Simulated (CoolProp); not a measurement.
Vapour pressure (MPa) of methane: the reference equation beside estimates from Tc = 190.6 K, pc = 4.599 MPa, ω = 0.011. Clausius-Clapeyron is anchored at 119.2 K with a constant enthalpy of vaporisation of 7.961 kJ/mol.

Model: reference Helmholtz-energy equation of state, Setzmann 1991, in CoolProp.

```
T (K)  reference  Lee-Kesler  Clausius-Clapeyron  van der Waals  Redlich-Kwong  Soave-Redlich-Kwong  Peng-Robinson
-----  ---------  ----------  ------------------  -------------  -------------  -------------------  -------------
112.5          ?      0.1069              0.1121              ?        0.07927               0.1056         0.1092
114.7     0.1292      0.1276              0.1319         0.4069        0.09734               0.1262         0.1301
117       0.1539      0.1524                   ?         0.4557              ?               0.1510         0.1549
119.2     0.1808      0.1794              0.1808         0.5060         0.1439               0.1779         0.1820
121.4     0.2111      0.2098              0.2092         0.5599         0.1720               0.2083         0.2124
123.7     0.2467      0.2456              0.2422         0.6202         0.2056               0.2442              ?
125.9     0.2848      0.2839              0.2773         0.6819         0.2420               0.2826         0.2865
128.2          ?      0.3285              0.3178         0.7505         0.2850               0.3274         0.3311
130.4     0.3762      0.3758              0.3605         0.8203         0.3310               0.3751         0.3784
132.6     0.4280      0.4279              0.4072         0.8942         0.3823               0.4276         0.4305
134.9     0.4876      0.4879              0.4605         0.9760         0.4418               0.4881         0.4904
137.1     0.5501      0.5507              0.5161          1.059         0.5046               0.5517         0.5533
139.4     0.6215      0.6224              0.5791              ?         0.5769               0.6243         0.6252
141.6          ?      0.6971              0.6444          1.242         0.6527               0.7001         0.7001
```

Q: Complete the blanks.

A: 
- 112.5, reference: 0.1085
- 112.5, van der Waals: 0.3636
- 117, Clausius-Clapeyron: 0.1555
- 117, Redlich-Kwong: 0.1194
- 123.7, Peng-Robinson: 0.2482
- 128.2, reference: 0.3292
- 139.4, van der Waals: 1.150
- 141.6, reference: 0.6959

Absolute difference from the reference over all 14 rows, mean and median: Lee-Kesler 0.5 and 0.3 %, Clausius-Clapeyron 3.6 and 3.4 %, van der Waals 142.4 and 133.7 %, Redlich-Kwong 15.1 and 14.2 %, Soave-Redlich-Kwong 1.0 and 0.7 %, Peng-Robinson 0.6 and 0.6 %.
